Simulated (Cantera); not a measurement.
A closed system holds: 1 mol CuO, 2800 mol H₂, 2.5 mol N₂, equilibrated at 1175 °C and 14.3 Torr.

Method: chemical equilibrium by Gibbs-energy minimisation in Cantera with the NASA 1993 tables (ideal gas, pure condensed phases). Candidate condensed phases: Cu, CuO, Cu(OH)₂, Cu₂O, H₂O; 27 gas species. Kinetics and transport are ignored.

Base state: H₂ 0.999, N₂ 0.000892, H₂O 0.000357, Cu 0.000175, H 6.69e-5 (mole fractions); condensed: Cu(l).

What changes in the equilibrium state with this change: temperature from 1175 °C to 1202 °C?


```
species       before     after
----------  --------  --------
H₂             0.999     0.998
N₂          0.000892  0.000892
H₂O         0.000357  0.000357
Cu          0.000175  0.000282
H            6.69e-5   9.40e-5
Cu(l), mol     0.509     0.209
```

What changes in the equilibrium state with this change: temperature from 1175 °C to 1652 °C?


| species | before | after |
|---|---|---|
| H₂ | 0.999 | 0.991 |
| H | 6.69e-5 | 0.00691 |
| N₂ | 0.000892 | 0.000889 |
| Cu | 0.000175 | 0.000355 |
| H₂O | 0.000357 | 0.000355 |
| Cu(l), mol | 0.509 | 0 |
